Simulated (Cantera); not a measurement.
Charge: 1 mol Fe₂O₃, 0.069 mol H₂S, 0.038 mol H₂O, equilibrated at 775 °C and 10.0 mbar.

Equilibrium computed with Cantera from the NASA thermochemical tables; the gas is ideal and each condensed phase is pure. Candidate condensed phases: Fe, FeO, Fe(OH)₂, Fe(OH)₃, FeS, FeSO₄, FeS₂, Fe₂O₃, Fe₂(SO₄)₃, Fe₃O₄, H₂O, H₂SO₄, S; 22 gas species. Mutual solubility and eutectic melting of coexisting phases are not modelled. Rates play no part.

Base state: H₂O 0.608, SO₂ 0.392 (mole fractions); condensed: Fe₂O₃(s) + Fe₃O₄(s).

Problem. What changes in the equilibrium state with this change: temperature from 775 °C to 1552 °C?

Solution. 
```csv
species,before,after
H₂O,0.608,0.443
SO₂,0.392,0.288
O₂,4.52e-8,0.262
Fe(OH)₂,1.15e-9,4.22e-5
O,<1e-9,0.000787
OH,4.73e-8,0.00563
"Fe₂O₃(s), mol",0.379,0
"Fe₃O₄(s), mol",0.414,0.667
```
